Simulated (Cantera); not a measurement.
A freely propagating, adiabatic, planar premixed flame of C3H8 : O2 : N2 = 1 : 4.55 : 17.1 (molar parts), equivalence ratio 1.1, unburnt at 575 K and 4.40 bar; multicomponent transport, grid criteria slope 0.08 and curve 0.16, no radiation.

Detailed kinetics in Cantera: GRI-Mech 3.0 (53 species, 325 reactions). GRI-Mech 3.0 was tuned for natural gas; its chemistry of propane as a main component is partial and can be far from experiment. Burning velocities carry a grid error of a few per cent, more on coarse grids.

x: mole fraction of selected species; z is measured from the peak of heat release.

```json
[
 {"z (mm)": "-0.234", "T (K)": "575", "u (m/s)": "1.05", "x C3H8": "0.0441", "x O2": "0.201", "x O": "<1e-8", "x NO2": "<1e-8", "x C2H4": "5.69e-7", "x C2H6": "4.13e-8"},
 {"z (mm)": "-0.156", "T (K)": "577", "u (m/s)": "1.05", "x C3H8": "0.0440", "x O2": "0.200", "x O": "<1e-8", "x NO2": "<1e-8", "x C2H4": "8.66e-6", "x C2H6": "7.11e-7"},
 {"z (mm)": "-0.117", "T (K)": "583", "u (m/s)": "1.07", "x C3H8": "0.0439", "x O2": "0.199", "x O": "<1e-8", "x NO2": "?", "x C2H4": "5.10e-5", "x C2H6": "4.66e-6"},
 {"z (mm)": "-0.0778", "T (K)": "632", "u (m/s)": "1.17", "x C3H8": "0.0433", "x O2": "0.193", "x O": "<1e-8", "x NO2": "?", "x C2H4": "0.000531", "x C2H6": "5.90e-5"},
 {"z (mm)": "-0.0389", "T (K)": "994", "u (m/s)": "1.89", "x C3H8": "0.0330", "x O2": "0.155", "x O": "1.40e-6", "x NO2": "?", "x C2H4": "0.00590", "x C2H6": "0.000888"},
 {"z (mm)": "-0.0195", "T (K)": "1414", "u (m/s)": "2.78", "x C3H8": "0.0125", "x O2": "0.109", "x O": "5.49e-5", "x NO2": "?", "x C2H4": "0.0110", "x C2H6": "0.00132"},
 {"z (mm)": "0", "T (K)": "1832", "u (m/s)": "3.68", "x C3H8": "0.000381", "x O2": "0.0597", "x O": "0.000658", "x NO2": "?", "x C2H4": "0.00436", "x C2H6": "0.000172"},
 {"z (mm)": "0.0195", "T (K)": "2034", "u (m/s)": "4.09", "x C3H8": "3.22e-7", "x O2": "0.0309", "x O": "0.00208", "x NO2": "?", "x C2H4": "0.000234", "x C2H6": "1.18e-6"},
 {"z (mm)": "0.0389", "T (K)": "2108", "u (m/s)": "4.21", "x C3H8": "<1e-8", "x O2": "0.0194", "x O": "0.00295", "x NO2": "?", "x C2H4": "4.57e-6", "x C2H6": "<1e-8"},
 {"z (mm)": "0.0778", "T (K)": "2184", "u (m/s)": "4.33", "x C3H8": "<1e-8", "x O2": "0.0125", "x O": "0.00278", "x NO2": "?", "x C2H4": "<1e-8", "x C2H6": "<1e-8"},
 {"z (mm)": "0.156", "T (K)": "2267", "u (m/s)": "4.47", "x C3H8": "<1e-8", "x O2": "0.00874", "x O": "0.00192", "x NO2": "?", "x C2H4": "<1e-8", "x C2H6": "<1e-8"},
 {"z (mm)": "0.311", "T (K)": "2344", "u (m/s)": "4.60", "x C3H8": "<1e-8", "x O2": "0.00580", "x O": "0.00110", "x NO2": "2.51e-8", "x C2H4": "<1e-8", "x C2H6": "<1e-8"},
 {"z (mm)": "0.623", "T (K)": "2402", "u (m/s)": "4.70", "x C3H8": "<1e-8", "x O2": "0.00349", "x O": "0.000582", "x NO2": "2.71e-8", "x C2H4": "<1e-8", "x C2H6": "<1e-8"}
]
```

Q: Some entries are withheld; supply them.

A: 
- -0.117, x NO2: 2.06e-8
- -0.0778, x NO2: 1.63e-7
- -0.0389, x NO2: 5.30e-7
- -0.0195, x NO2: 2.40e-7
- 0, x NO2: 3.86e-8
- 0.0195, x NO2: 1.52e-8
- 0.0389, x NO2: 1.80e-8
- 0.0778, x NO2: 2.04e-8
- 0.156, x NO2: 2.24e-8
